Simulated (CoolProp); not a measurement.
Values from CoolProp's reference Helmholtz-energy equation of state, Lemmon 2006. It is a short technical equation, of lower accuracy than the large ones.

**Question.** For C2F6 (R116), give the phase and the cv (kJ/(kg K)), speed of sound (m/s) at 383 K and 0.134 bar; 274.2 K and 9.3 bar.

**Answer.** 
- 383 K and 0.134 bar: gas; cv 0.830, speed of sound 157
- 274.2 K and 9.3 bar: gas; cv 0.697, speed of sound 118
